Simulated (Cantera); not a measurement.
Feed: 1 mol C3H6, 1.5 mol CO2, 6.8 mol H2, equilibrated at 1750 K and 10.0 Torr.

Method: chemical equilibrium by Gibbs-energy minimisation in Cantera with the NASA 1993 tables (ideal gas, pure condensed phases). Candidate condensed phases: C, C6H6, C7H8, C8H18, H2O; 110 gas species. The numbers say what is thermodynamically allowed, not how fast it happens.

Base state: H2 0.764, CO 0.234, H 0.00176, C2H2 (acetylene) 8.78e-5 (mole fractions); condensed: C(graphite).

Q: What changes in the equilibrium state with this change: pressure from 10.0 Torr to 4950 Torr?

A: 
| species | before | after |
|---|---|---|
| H2 | 0.764 | 0.761 |
| CO | 0.234 | 0.235 |
| CH4 | 7.11e-6 | 0.00349 |
| H | 0.00176 | 7.90e-5 |
| CO2 | 7.43e-8 | 3.70e-5 |
| H2O | 8.78e-7 | 0.000434 |
| C2H4 | 2.99e-8 | 1.47e-5 |
| C2H2 (acetylene) | 8.78e-5 | 8.74e-5 |
| C(graphite), mol | 1.50 | 1.46 |

Q: What changes in the equilibrium state with this change: pressure from 10.0 Torr to 21.8 Torr?

A: 
```csv
species,before,after
H2,0.764,0.764
CO,0.234,0.234
H,0.00176,0.00119
CH4,7.11e-6,1.55e-5
C2H2 (acetylene),8.78e-5,8.78e-5
"C(graphite), mol",1.50,1.50
```
